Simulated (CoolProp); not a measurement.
Saturation properties of n-pentane.

Values from CoolProp's reference Helmholtz-energy equation of state, Thol 2019.

```json
[
 {"T (K)": "345.5", "p (kPa)": "302.0", "vapour density (kg/m³)": "8.379", "liquid viscosity (µPa s)": "112", "vapour viscosity (µPa s)": "7.56"},
 {"T (K)": "350", "p (kPa)": "339.7", "vapour density (kg/m³)": "9.389", "liquid viscosity (µPa s)": "107", "vapour viscosity (µPa s)": "7.63"},
 {"T (K)": "354.5", "p (kPa)": "380.9", "vapour density (kg/m³)": "10.49", "liquid viscosity (µPa s)": "102", "vapour viscosity (µPa s)": "7.70"},
 {"T (K)": "359", "p (kPa)": "425.8", "vapour density (kg/m³)": "11.70", "liquid viscosity (µPa s)": "97.8", "vapour viscosity (µPa s)": "7.77"},
 {"T (K)": "363.4", "p (kPa)": "473.4", "vapour density (kg/m³)": "12.99", "liquid viscosity (µPa s)": "93.5", "vapour viscosity (µPa s)": "7.83"},
 {"T (K)": "367.9", "p (kPa)": "526.1", "vapour density (kg/m³)": "14.42", "liquid viscosity (µPa s)": "89.3", "vapour viscosity (µPa s)": "7.90"},
 {"T (K)": "372.4", "p (kPa)": "583.1", "vapour density (kg/m³)": "?", "liquid viscosity (µPa s)": "85.2", "vapour viscosity (µPa s)": "7.97"},
 {"T (K)": "376.9", "p (kPa)": "644.6", "vapour density (kg/m³)": "17.69", "liquid viscosity (µPa s)": "81.2", "vapour viscosity (µPa s)": "8.03"},
 {"T (K)": "381.4", "p (kPa)": "710.8", "vapour density (kg/m³)": "19.54", "liquid viscosity (µPa s)": "77.4", "vapour viscosity (µPa s)": "8.09"},
 {"T (K)": "385.8", "p (kPa)": "780.3", "vapour density (kg/m³)": "?", "liquid viscosity (µPa s)": "73.8", "vapour viscosity (µPa s)": "8.15"},
 {"T (K)": "390.3", "p (kPa)": "856.4", "vapour density (kg/m³)": "23.70", "liquid viscosity (µPa s)": "70.2", "vapour viscosity (µPa s)": "?"},
 {"T (K)": "394.8", "p (kPa)": "938.0", "vapour density (kg/m³)": "26.08", "liquid viscosity (µPa s)": "66.8", "vapour viscosity (µPa s)": "8.28"}
]
```

Question: Some entries are withheld; supply them.

Answer: 
- 372.4, vapour density (kg/m³): 15.98
- 385.8, vapour density (kg/m³): 21.51
- 390.3, vapour viscosity (µPa s): 8.22

It boils at 309.2 K under 1 atm.

Viscosity comes from a separate model (Quiñones-Cisneros 2006), older than the equation that it now runs on, and unchecked against measurements.
